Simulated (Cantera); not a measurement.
An isothermal, constant-pressure homogeneous reactor starts with NH3 : N2 = 1 : 0.12 (molar parts), at 1875 K and 20.0 Torr. Integrator tolerance rtol = 1e-08.

Cantera simulation using the gas-phase N/H chemistry of the illustrative SiF4/NH3 mechanism in the Surface Chemkin manual (1991); the numbers are that mechanism's predictions, not measurements. Walls and surfaces, which speed up NH3 decomposition in real reactors, are not modelled.

Problem. What does this change do: temperature 1875 to 1625 K?

Solution. 
```tsv
quantity	before	after
x(NH3) at 200 s	4.34e-6 (gas-phase equilibrium 2.13e-7)	0.0700 (gas-phase equilibrium 3.71e-7)
x(NH2) at 200 s	5.79e-8 (gas-phase equilibrium 2.84e-9)	3.23e-5 (gas-phase equilibrium 4.64e-10)
x(H) at 200 s	0.00339 (gas-phase equilibrium 0.00339)	0.000124 (gas-phase equilibrium 0.000366)
x(N2H2) at 200 s	<1e-12 (gas-phase equilibrium <1e-12)	5.33e-8 (gas-phase equilibrium <1e-12)
x(N2) at 200 s	0.292 (gas-phase equilibrium 0.292)	0.278 (gas-phase equilibrium 0.292)
x(N2H4) at 200 s	<1e-12 (gas-phase equilibrium <1e-12)	5.62e-10 (gas-phase equilibrium <1e-12)
x(NH) at 200 s	1.16e-8 (gas-phase equilibrium 5.68e-10)	4.26e-7 (gas-phase equilibrium 1.68e-11)
```
